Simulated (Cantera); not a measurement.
A perfectly stirred reactor is fed with CH4 : H2 = 0.019 : 1 (molar parts), at 82.5 Torr; it is held at 1775 K, and followed from long to short residence time.

Detailed kinetics in Cantera: GRI-Mech 3.0 (53 species, 325 reactions). GRI-Mech 3.0 stops at C3 and has no aromatics, soot or wall deposition, so with more carbon than oxygen in the feed, carbon stays in small species such as C2H2 where larger ones or solid carbon would form.

**Question.** Predict: x(CH4) at τ = 2.70 s; x(H2) at τ = 2.70 s; x(C2H6) at τ = 2.70 s; x(H) at τ = 2.70 s; x(C2H) at τ = 2.70 s; x(CH4) at τ = 18.0 ms; x(H2) at τ = 18.0 ms; x(C2H6) at τ = 18.0 ms; x(H) at τ = 18.0 ms; x(C2H) at τ = 18.0 ms.

**Answer.** 
| Property | Result |
|---|---|
| x(CH4) at τ = 2.70 s | 0.00417 |
| x(H2) at τ = 2.70 s | 0.988 |
| x(C2H6) at τ = 2.70 s | 8.90e-8 |
| x(H) at τ = 2.70 s | 0.000859 |
| x(C2H) at τ = 2.70 s | 4.81e-8 |
| x(CH4) at τ = 18.0 ms | 0.0172 |
| x(H2) at τ = 18.0 ms | 0.981 |
| x(C2H6) at τ = 18.0 ms | 1.16e-6 |
| x(H) at τ = 18.0 ms | 0.000718 |
| x(C2H) at τ = 18.0 ms | 3.21e-9 |
